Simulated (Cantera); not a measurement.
Feed: 1 mol TiO2, a varied amount of CH4, 0.73 mol H2, equilibrated at 1702 °C and 1 atm.

Equilibrium computed with Cantera from the NASA thermochemical tables; the gas is ideal and each condensed phase is pure. Candidate condensed phases: C, C6H6, C7H8, C8H18, H2O, Ti, TiC, TiO, TiO2, Ti2O3, Ti3O5, Ti4O7; 113 gas species. Mutual solubility and eutectic melting of coexisting phases are not modelled. TiC: taken at fixed stoichiometry. Equilibrium is a limit: real reactors are often held back by kinetics, nucleation or transport.

x: gas mole fraction; n: condensed amount in mol.

```json
[
 {"n(CH4) (mol)": "0.71", "x H2": "0.773", "x CO": "0.225", "x H": "0.00120", "x C2H2 (acetylene)": "1.22e-6", "x H2O": "0.000463", "n TiC(s)": "0.0845", "n Ti2O3(s)": "0.458", "n C(graphite)": "0"},
 {"n(CH4) (mol)": "0.86", "x H2": "0.772", "x CO": "0.226", "x H": "0.00119", "x C2H2 (acetylene)": "1.23e-6", "x H2O": "0.000464", "n TiC(s)": "0.145", "n Ti2O3(s)": "0.428", "n C(graphite)": "0"},
 {"n(CH4) (mol)": "1", "x H2": "0.772", "x CO": "0.226", "x H": "0.00119", "x C2H2 (acetylene)": "1.23e-6", "x H2O": "0.000464", "n TiC(s)": "…", "n Ti2O3(s)": "0.400", "n C(graphite)": "0"},
 {"n(CH4) (mol)": "1.3", "x H2": "0.771", "x CO": "0.227", "x H": "0.00119", "x C2H2 (acetylene)": "1.23e-6", "x H2O": "0.000464", "n TiC(s)": "0.321", "n Ti2O3(s)": "0.340", "n C(graphite)": "0"},
 {"n(CH4) (mol)": "1.5", "x H2": "0.771", "x CO": "0.227", "x H": "0.00119", "x C2H2 (acetylene)": "1.23e-6", "x H2O": "0.000464", "n TiC(s)": "0.401", "n Ti2O3(s)": "0.300", "n C(graphite)": "0"},
 {"n(CH4) (mol)": "1.9", "x H2": "0.770", "x CO": "0.228", "x H": "0.00119", "x C2H2 (acetylene)": "1.24e-6", "x H2O": "0.000464", "n TiC(s)": "…", "n Ti2O3(s)": "…", "n C(graphite)": "0"},
 {"n(CH4) (mol)": "2.3", "x H2": "0.770", "x CO": "0.228", "x H": "0.00119", "x C2H2 (acetylene)": "1.24e-6", "x H2O": "0.000464", "n TiC(s)": "0.721", "n Ti2O3(s)": "0.139", "n C(graphite)": "0"},
 {"n(CH4) (mol)": "2.7", "x H2": "0.770", "x CO": "0.229", "x H": "0.00119", "x C2H2 (acetylene)": "1.24e-6", "x H2O": "0.000464", "n TiC(s)": "0.882", "n Ti2O3(s)": "0.0592", "n C(graphite)": "0"},
 {"n(CH4) (mol)": "3.3", "x H2": "0.784", "x CO": "0.214", "x H": "0.00120", "x C2H2 (acetylene)": "0.000509", "x H2O": "2.21e-5", "n TiC(s)": "1.00", "n Ti2O3(s)": "0", "n C(graphite)": "0.288"}
]
```

Question: Fill in the missing entries.

Answer: 
- 1.9, n TiC(s): 0.561
- 1.9, n Ti2O3(s): 0.219
- 1, n TiC(s): 0.201
